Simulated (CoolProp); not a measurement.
Vapour-liquid equilibrium of methanol (1) + water (2) at 0.976 MPa; x and y are mole fractions of (1).

Model: multi-fluid Helmholtz-energy mixture model, de Reuck 1993 and Wagner 2002; pair parameters Bell 2016, in CoolProp.

```json
[
 {"x": "0.05", "bubble temperature, mixture model (K)": "447.3", "bubble temperature, Raoult's law (K)": "448.4", "y, mixture model": "0.139", "y, Raoult's law": "0.126"},
 {"x": "0.2", "bubble temperature, mixture model (K)": "436.3", "bubble temperature, Raoult's law (K)": "439.1", "y, mixture model": "0.421", "y, Raoult's law": "0.412"},
 {"x": "0.35", "bubble temperature, mixture model (K)": "428.5", "bubble temperature, Raoult's law (K)": "431.4", "y, mixture model": "0.596", "y, Raoult's law": "0.606"},
 {"x": "0.5", "bubble temperature, mixture model (K)": "422.5", "bubble temperature, Raoult's law (K)": "424.9", "y, mixture model": "0.718", "y, Raoult's law": "0.744"},
 {"x": "0.65", "bubble temperature, mixture model (K)": "417.7", "bubble temperature, Raoult's law (K)": "419.3", "y, mixture model": "0.814", "y, Raoult's law": "0.846"},
 {"x": "0.8", "bubble temperature, mixture model (K)": "413.6", "bubble temperature, Raoult's law (K)": "414.4", "y, mixture model": "0.896", "y, Raoult's law": "0.923"},
 {"x": "0.95", "bubble temperature, mixture model (K)": "410.0", "bubble temperature, Raoult's law (K)": "410.1", "y, mixture model": "0.974", "y, Raoult's law": "0.983"}
]
```

The largest gap from Raoult's law is -2.9 K in bubble temperature, at x = 0.35. No azeotrope shows between x = 0.05 and 0.95.

The pair parameters rest on a limited set of measurements; away from them the model extrapolates.
